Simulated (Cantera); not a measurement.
# Thermodynamics of silicon epitaxy and polysilicon growth, feed SiHCl3 + HCl + H2

Input: 1 mol SiHCl3, a varied amount of HCl, 4.4 mol H2, equilibrated at 0.620 bar.

Cantera equilibrium calculation (NASA polynomials, part measured and part estimated; ideal gas, pure solids and liquids). Candidate condensed phases: Si; 19 gas species. The tables' values for SiCl3 are old estimates. Equilibrium is a limit: real reactors are often held back by kinetics, nucleation or transport.

Task: Map the stable condensed phases over T = 1325, 1350, 1375, 1400, 1425, 1450, 1475, 1500, 1525, 1550, 1575, 1600, 1625, 1650 K and n(HCl) in mol = 0.61, 0.76, 0.94, 1.2, 1.4, 1.8, 2.2, 2.7, 3.4, 4.2.

Result: 
```
T in K \ n(HCl) in mol
         0.61 0.76 0.94  1.2  1.4  1.8  2.2  2.7  3.4  4.2
   1650     A    A    A    A    A    A    A    A    A    A
   1625     A    A    A    A    A    A    A    A    A    A
   1600     A    A    A    A    A    A    A    A    A    A
   1575     A    A    A    A    A    A    A    A    A    A
   1550     A    A    A    A    A    A    A    A    A    A
   1525     A    A    A    A    A    A    A    A    A    A
   1500     A    A    A    A    A    A    A    A    A    A
   1475     A    A    A    A    A    A    A    A    A    A
   1450     B    A    A    A    A    A    A    A    A    A
   1425     B    A    A    A    A    A    A    A    A    A
   1400     B    A    A    A    A    A    A    A    A    A
   1375     B    B    A    A    A    A    A    A    A    A
   1350     B    B    A    A    A    A    A    A    A    A
   1325     B    B    A    A    A    A    A    A    A    A
```
A: gas only; B: Si.
